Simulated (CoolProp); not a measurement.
The numbers come from the reference Helmholtz-energy equation of state, Lemmon 2013 in CoolProp.

Task: For propylene, give the phase and the density (kg/m³), expansivity (1/kK) at 575 K and 3.8 MPa; 575 K and 7.59 MPa; 575 K and 8.86 MPa.

Result: 
- 575 K and 3.8 MPa: gas; density 35.4, expansivity 2.19
- 575 K and 7.59 MPa: supercritical; density 74.3, expansivity 2.67
- 575 K and 8.86 MPa: supercritical; density 87.9, expansivity 2.82
